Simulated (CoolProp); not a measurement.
Vapour-liquid equilibrium of m-xylene (1) + n-decane (2) at 123.65 °C; x and y are mole fractions of (1).

The numbers come from the multi-fluid Helmholtz-energy mixture model, Zhou 2012 and Lemmon 2006; pair parameters Bell 2016 in CoolProp.

Q: Give the bubble pressure and the first vapour's composition at x = 0.2, 0.35, 0.8. Is there an azeotrope?

A: x = 0.2: 0.03214 MPa, y = 0.422; x = 0.35: 0.03857 MPa, y = 0.603; x = 0.8: 0.05730 MPa, y = 0.914. No azeotrope shows between x = 0.05 and 0.95.

Pair parameters are fitted to limited data, so mixtures are less certain than the pure fluids.
